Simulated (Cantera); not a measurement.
An isothermal, constant-pressure homogeneous reactor starts with 0.520 % C2H4, 1.08 % O2, 98.1 % N2, 0.333 % H2O, at 1150 K and 10.0 bar.

Detailed kinetics in Cantera: GRI-Mech 3.0 (53 species, 325 reactions). GRI-Mech 3.0 was tuned for natural gas; its chemistry of ethylene as a main component is partial and can be far from experiment.

### Question
Predict: x(C2H4) at 100 s; x(CO) at 100 s; x(H2O) at 100 s.

### Answer
| Property | Value |
|---|---|
| x(C2H4) at 100 s | 8.44e-6 (gas-phase equilibrium <1e-12) |
| x(CO) at 100 s | 0.00650 (gas-phase equilibrium 0.00437) |
| x(H2O) at 100 s | 0.0110 (gas-phase equilibrium 0.00846) |
